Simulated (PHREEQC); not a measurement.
Consider water at 8.4 °C with 2.4 mmol/kgw HBr and 0.1 mmol/kgw NaCl. Closed to the air; pH follows from the charge balance.

Equilibrium calculation in PHREEQC: ion-association model, phreeqc.dat.

No solid was allowed to form.

Problem. Predict the pH, specific conductance.

Solution. pH 2.64; specific conductance 647 µS/cm.

Complexes and solids missing from the database can't appear. At this temperature some constants are extrapolated from 25 °C, and those without enthalpy data are left unchanged.
